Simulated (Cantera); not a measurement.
Charge: 1 mol Ta, 1.1 mol H2O, equilibrated at 1477 °C and 3.00 bar.

Method: chemical equilibrium by Gibbs-energy minimisation in Cantera with the NASA 1993 tables (ideal gas, pure condensed phases). Candidate condensed phases: H2O, Ta, Ta2O5; 12 gas species. Mutual solubility and eutectic melting of coexisting phases are not modelled. Condensed phases not in the tables: N, O or C dissolved in the metal. Equilibrium is a limit: real reactors are often held back by kinetics, nucleation or transport.

Base state: H2 0.999, H2O 0.000519, H 0.000134 (mole fractions); condensed: Ta(s) + Ta2O5(s).

Task: What changes in the equilibrium state with this change: Ta replaced by Ta(OEt)5?

Result: 
```
species           before    after
----------------  ------  -------
H2                 0.999    0.688
CO                     0    0.310
CH4                    0  0.00130
C2H2 (acetylene)       0  7.91e-5
CO2                    0  2.93e-5
Ta(s), mol         0.560        0
Ta2O5(s), mol      0.220        0
C(graphite), mol       0     2.88
TaC(s), mol            0     1.00
```
The feed counts by its element totals alone. TaC: taken at fixed stoichiometry. Condensed phases not in the tables: Ta2C. Further candidate phases: C, C6H6, C7H8, C8H18, TaC.

Task: What changes in the equilibrium state with this change: temperature from 1477 °C to 2202 °C?

Result: 
```tsv
species	before	after
H2	0.999	0.980
H	0.000134	0.0129
H2O	0.000519	0.00728
TaO2	2.36e-9	0.000156
TaO	<1e-9	3.83e-5
OH	4.09e-9	1.92e-5
Ta(s), mol	0.560	0.563
Ta2O5(s), mol	0.220	0
Ta2O5(l), mol	0	0.218
```
